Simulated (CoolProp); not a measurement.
n-dodecane along the isobar 0.972 MPa: fugacity coefficient from the reference equation and from simpler models built on Tc = 385.0 °C, pc = 1.818 MPa, ω = 0.574; each cubic takes its own stable root.

The numbers come from the reference Helmholtz-energy equation of state, Lemmon 2004 in CoolProp. It is a short technical equation, of lower accuracy than the large ones.

```csv
T (°C),phase,reference
27.95,liquid,2.562e-5
50.95,liquid,0.0001405
73.95,liquid,0.0005835
96.95,liquid,0.001941
119.95,liquid,0.005397
142.95,liquid,0.01296
165.95,liquid,0.02759
188.95,liquid,0.05305
211.95,liquid,0.09362
234.95,liquid,0.1536
257.95,liquid,0.2365
280.95,liquid,0.3446
```

Task: How far does each simpler model (van der Waals, Redlich-Kwong, Soave-Redlich-Kwong, Peng-Robinson) lie from the reference over these 12 states: mean and median of the absolute difference, and the worst?

Result: 
- van der Waals: mean 15756.6 %, median 1258.7 %, worst +124919.5 % at 27.95 °C and 0.972 MPa
- Redlich-Kwong: mean 990.2 %, median 361.9 %, worst +4841.5 % at 27.95 °C and 0.972 MPa
- Soave-Redlich-Kwong: mean 2.5 %, median 2.1 %, worst +5.9 % at 280.95 °C and 0.972 MPa
- Peng-Robinson: mean 8.5 %, median 4.1 %, worst +29.7 % at 27.95 °C and 0.972 MPa
